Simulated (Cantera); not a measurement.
CuO + C + CO + CH4 (carbothermic reduction)

A closed system holds: 1 mol CuO, 1.5 mol C, 0.13 mol CO, 1.1 mol CH4, held at 2277 °C and 1.33 mbar.

These are equilibrium values from Cantera (NASA tables, ideal gas, pure condensed phases), not measurements of a reactor. Candidate condensed phases: C, C6H6, C7H8, C8H18, Cu, CuO, Cu(OH)2, Cu2O, H2O; 113 gas species. Equilibrium is a limit: real reactors are often held back by kinetics, nucleation or transport.

* **x(H)**: 0.391
* **x(CO)**: 0.210
* **x(H2)**: 0.210
* **x(Cu)**: 0.185
* **x(C2H2 (acetylene))**: 0.00279
* **x(C3)**: 0.000799
* **x(C2H)**: 0.000414
* **x(C)**: 0.000245
* **x(C2)**: 7.43e-5
* **n(C(graphite))**: 1.55 mol
* **gas amount**: 5.391 mol
* **log10 activity of Cu(l) (absent)**: -2.97
